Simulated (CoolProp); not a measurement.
The numbers come from the reference Helmholtz-energy equation of state, Tillner-Roth 1997 in CoolProp.

Problem. Give the vapour pressure (MPa), vapour Z, surface tension (mN/m) of saturated CH2F2 (R32) at 266.3, 283.3 K.

Solution. 
```
T (K)  p (MPa)  vapour Z  surface tension (mN/m)
-----  -------  --------  ----------------------
266.3    0.649     0.864                    12.2
283.3     1.11     0.809                    9.23
```

Surface tension comes from a separate correlation (Mulero 2012).
